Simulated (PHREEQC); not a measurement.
Consider water at 80 °C with 0.0018 mol ZnSO4, 0.0065 mol AlCl3 and 0.0022 mol Na2SO4 per kg of water. Closed to the air; pH follows from the charge balance.

The numbers come from PHREEQC with the ion-association model, wateq4f.dat.

```csv
quantity,before,after
pH,3.19,3.16
ionic strength (mol/kgw),0.0338,0.0337
SO4-2 (mol/kgw),0.00102,0.000732
SI of Gibbsite (Al(OH)3),+0.96,+0.91
SI of Boehmite (AlOOH),+1.10,+1.05
```

**Question.** Name the change that produced these shifts.
A) ZnSO4 from 0.0018 to 0.0009 mol/kgw
B) diluted 5-fold with water
C) ZnSO4 from 0.0018 to 0.00198 mol/kgw
D) AlCl3 from 0.0065 to 0.0013 mol/kgw
E) AlCl3 from 0.0065 to 0.00585 mol/kgw

**Answer.** A, ZnSO4 from 0.0018 to 0.0009 mol/kgw

This is a speciation only: nothing precipitates in the calculation. Some of these states are supersaturated (in Boehmite (slow to form), Gibbsite (slow to form), for instance). Constants without temperature data keep their 25 °C values here.
